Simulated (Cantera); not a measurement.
Mixture: 6.47 % CH₄, 2.13 % H₂, 12.7 % O₂, 76.3 % N₂, 2.33 % H₂O, at 36.5 atm, adiabatic and at constant volume. Ignition delay is the time to a rise of 400 K.

Computed with Cantera and GRI-Mech 3.0 (53 species, 325 reactions). The pressure lies above the range GRI-Mech 3.0 was tuned for (to about 10 atm).

Q: At T0 = 1125 K, what is the delay, and which 5 reactions control it most (d ln τ / d ln k, from doubling and halving each rate constant)?

A: The delay is 0.835 ms.
| reaction | d ln τ / d ln k | faster rate |
|---|---|---|
| CH3 + HO2 <=> CH3O + OH | -0.42 | shortens it |
| 2 OH (+M) <=> H2O2 (+M) | -0.35 | shortens it |
| H + O2 <=> O + OH | -0.30 | shortens it |
| CH3 + H2O2 <=> CH4 + HO2 | -0.29 | shortens it |
| 2 HO2 <=> H2O2 + O2 | 0.24 | lengthens it |
